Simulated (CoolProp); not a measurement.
Vapour-liquid equilibrium of R143a (1) + R1234yf (2) at -104.65 °C; x and y are mole fractions of (1).

Model: multi-fluid Helmholtz-energy mixture model, Lemmon and Jacobsen 2000 and Lemmon 2022; pair parameters Bell 2016, in CoolProp.

```csv
x,bubble pressure (MPa),y at the bubble point,dew pressure at overall composition x (MPa),liquid density (mol/L)
0.05,0.0006996,(withheld),0.0006214,(withheld)
0.2,0.0009789,0.507,0.0007070,13.27
0.35,0.001228,0.675,0.0008189,13.66
0.5,0.001458,0.783,0.0009705,14.07
0.65,(withheld),(withheld),0.001184,14.50
0.8,0.001893,0.928,0.001499,14.96
0.95,0.002109,(withheld),0.001975,(withheld)
```

Question: Complete the blanks.

Answer: 
- 0.05, y at the bubble point: 0.188
- 0.05, liquid density (mol/L): 12.90
- 0.65, bubble pressure (MPa): 0.001677
- 0.65, y at the bubble point: 0.864
- 0.95, y at the bubble point: 0.983
- 0.95, liquid density (mol/L): 15.45

No azeotrope shows between x = 0.05 and 0.95.

The pair parameters rest on a limited set of measurements; away from them the model extrapolates.
